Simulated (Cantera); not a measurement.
Input: 1 mol C2H6, 54 mol H2, at 2950 K and 80.0 Pa.

Cantera equilibrium calculation (NASA polynomials, part measured and part estimated; ideal gas, pure solids and liquids). Candidate condensed phases: C, C6H6, C7H8, C8H18; 76 gas species. Equilibrium is a limit: real reactors are often held back by kinetics, nucleation or transport.

Task: What is the equilibrium state?

Result: 
```
Property                                   Result
--------------------------------------  ---------
x(H)                                        0.948
x(H2)                                      0.0394
x(C)                                      0.00834
x(C3)                                     0.00221
x(C2)                                     0.00104
x(C2H)                                   0.000371
x(C2H2 (acetylene))                       9.66e-5
x(CH)                                     2.29e-5
x(C5)                                     1.58e-6
gas amount                              110.9 mol
log10 activity of C(graphite) (absent)      -0.67
```
